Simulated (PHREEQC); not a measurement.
Dissolve 0.0083 mol KH2PO4 and 7.3e-05 mol NiCl2 per kg of water at 25 °C. Closed to the air; pH follows from the charge balance.

The numbers come from PHREEQC with the ion-association model, wateq4f.dat.

### Question
The ionic strength comes out as 0.00858 mol/kgw. What activity coefficients do Ni+2, K+, H+, Cl-, H2PO4- get?

### Answer
Ni+2 0.68, K+ 0.91, H+ 0.92, Cl- 0.91, H2PO4- 0.91.

Precipitation was switched off in this run. Species that the database lacks are ignored. H3PO4, which wateq4f.dat lacks, is added to it with the constant of phreeqc.dat. The database has no phosphate complexes of Ni.
